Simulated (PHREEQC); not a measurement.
# Buffer: speciation

A solution holds 0.0014 mol/kgw NaHCO3 and 0.0012 mol/kgw Na2B4O7, at 25 °C. Closed to the air; pH follows from the charge balance.

Equilibrium calculation in PHREEQC: ion-association model, wateq4f.dat.

Each row changes one thing in this solution. No solid was allowed to form.

```
case                                            pH  ionic strength (mol/kgw)
--------------------------------------------  ----  ------------------------
as made                                       9.16                   0.00390
Na2B4O7 left out                               [?]                   0.00141
NaHCO3 left out                                [?]                   0.00240
temperature from 25 to 80 °C                   [?]                   0.00383
NaHCO3 replaced by NaCl at the same molality   [?]                   0.00380
```

Task: Fill in the missing entries.

Result: 
- Na2B4O7 left out, pH: 8.27
- NaHCO3 left out, pH: 9.21
- temperature from 25 to 80 °C, pH: 8.75
- NaHCO3 replaced by NaCl at the same molality, pH: 9.20

Complexes and solids missing from the database can't appear. At this temperature some constants are extrapolated from 25 °C, and those without enthalpy data are left unchanged.
